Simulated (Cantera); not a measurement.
Input: 1 mol CCl4, a varied amount of F2, at 2477 °C and 1400 Pa.

Cantera equilibrium calculation (NASA polynomials, part measured and part estimated; ideal gas, pure solids and liquids). Candidate condensed phases: C; 27 gas species. The tables' values for CCl are old estimates; treat these amounts as uncertain. Kinetics and transport are ignored.

Q: At 0.043 mol F2, list the 4 most abundant gas species with their mole fractions, and the condensed phases.

A: Cl 0.977, F 0.0195, CF 0.00127, C3 0.00121. Condensed: C(graphite).
